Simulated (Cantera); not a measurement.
# Fluorocarbon and chlorocarbon gases: CH₃Cl + H₂

Charge: 1 mol CH₃Cl, 0.11 mol H₂, at 998.15 K and 9.00 Torr.

Method: chemical equilibrium by Gibbs-energy minimisation in Cantera with the NASA 1993 tables (ideal gas, pure condensed phases). Candidate condensed phases: C, C₆H₆, C₇H₈, C₈H₁₈; 91 gas species. Rates play no part.

```json
{
 "x(H₂)": "0.526",
 "x(HCl)": "0.474",
 "x(CH₄)": "0.000323",
 "n(C(graphite))": "0.999 mol",
 "gas_amount": "2.109 mol"
}
```
